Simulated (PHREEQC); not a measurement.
1 kg of water holding 0.02 mol KCl, 0.095 mol KHCO3 and 0.037 mol K2CO3 is evaporated at 25 °C; the solids stay in contact with the brine. CO2 is held at log p = -3.4 (atm). The run lets Kalicinite, Sylvite precipitate or redissolve, and no other solid.

The series has 28 steps of water left (kg), from 1 to 0.004702.

Equilibrium calculation in PHREEQC: Pitzer model, pitzer.dat.

Problem. Which solids form, in which order, and at which step of the series does each first stand?

Solution. Kalicinite from water left = 0.0169 kg (pH 10.95); Sylvite from water left = 0.01375 kg (pH 10.95).
